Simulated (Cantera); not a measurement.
Feed: 1 mol Si₃N₄, 0.018 mol H₂O, 1.1 mol N₂, held at 10.0 Torr.

Equilibrium computed with Cantera from the NASA thermochemical tables; the gas is ideal and each condensed phase is pure. Candidate condensed phases: H₂O, Si, SiO₂, Si₂N₂O, Si₃N₄; 35 gas species. Mutual solubility and eutectic melting of coexisting phases are not modelled. Rates play no part. All values below are at 1625 K.

Base state: N₂ 0.984, H₂ 0.0160, SiO 0.000348, H 7.72e-5 (mole fractions); condensed: Si₂N₂O(s) + Si₃N₄(s).

What changes in the equilibrium state with this change: 1.9 mol O₂ added?


```
species                before    after
-------------------  --------  -------
N₂                      0.984    0.977
SiO                  0.000348   0.0155
H₂                     0.0160  0.00735
H                     7.72e-5  5.24e-5
Si₂N₂O(s), mol         0.0176    0.715
Si₃N₄(s), mol           0.988        0
SiO₂(β-quartz), mol         0     1.53
```
The tables hold silica as quartz up to 1696 K and as liquid above; real silica turns to tridymite and cristobalite and melts near 1996 K.
